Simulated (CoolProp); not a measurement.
A closed Brayton cycle with dry air: compressor inlet 321.15 K and 0.28 MPa, high pressure 0.604 MPa, turbine inlet 940 K, compressor efficiency 0.85, turbine efficiency 0.93, recuperator effectiveness 0.9 (on enthalpy, no pinch check). Each further row changes one setting.

Values from CoolProp's reference Helmholtz-energy equation of state, Lemmon 2000. It is a pseudo-pure fit of the blend.

```json
[
 {"case": "as stated", "thermal efficiency (%)": "38.3", "net work (kJ/kg)": "82.0", "compressor to turbine work": "0.53", "compressor exit (K)": "413.6", "turbine exit (K)": "782.6"},
 {"case": "turbine inlet 890 K", "thermal efficiency (%)": "36.2", "net work (kJ/kg)": "72.6", "compressor to turbine work": "0.56", "compressor exit (K)": "413.6", "turbine exit (K)": "739.7"},
 {"case": "compressor inlet 331.15 K", "thermal efficiency (%)": "37.1", "net work (kJ/kg)": "79.1", "compressor to turbine work": "0.55", "compressor exit (K)": "426.3", "turbine exit (K)": "782.6"},
 {"case": "high pressure 0.513 MPa", "thermal efficiency (%)": "37.3", "net work (kJ/kg)": "69.2", "compressor to turbine work": "0.51", "compressor exit (K)": "392.3", "turbine exit (K)": "813.8"},
 {"case": "recuperator effectiveness 0.5", "thermal efficiency (%)": "22.2", "net work (kJ/kg)": "82.0", "compressor to turbine work": "0.53", "compressor exit (K)": "413.6", "turbine exit (K)": "782.6"}
]
```
